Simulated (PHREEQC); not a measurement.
Make-up at 25 °C: 0.32 mol/kgw KOH and 0.79 mol/kgw K2CO3. Closed to the air; pH follows from the charge balance.

Computed with PHREEQC (ion-association model, phreeqc.dat).

```json
{
 "pH": "13.23",
 "ionic_strength": "2.69 mol/kgw",
 "activity_of_water": "0.949",
 "density": "1.100 g/cm³",
 "total_alkalinity": "1900 meq/kg"
}
```

```tsv
species	molality	activity	log γ
K+	1.90	1.07	-0.250
CO3-2	0.790	0.110	-0.856
OH-	0.320	0.164	-0.290
HCO3-	0.000225	0.000137	-0.214
```

No solid was allowed to form. Caution: at this ionic strength the ion-association model is outside its range; a Pitzer model would be the better tool where its parameters exist. Complexes and solids missing from the database can't appear.
